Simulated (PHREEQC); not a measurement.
Make-up at 20 °C: 4.6 mol KOH, 0.19 mol KCl and 0.88 mol LiCl per kg of water. Closed to the air; pH follows from the charge balance.

Computed with PHREEQC (Pitzer model, pitzer.dat).

The ionic strength comes out as 5.67 mol/kgw. What activity coefficients do OH-, Cl-, Li+, K+ get?

OH- 2.0, Cl- 0.60, Li+ 0.41, K+ 1.1. Single-ion values are on the MacInnes scale.

Precipitation was switched off in this run. Species that the database lacks are ignored. In brines, pH and single-ion activities rest on the MacInnes convention.
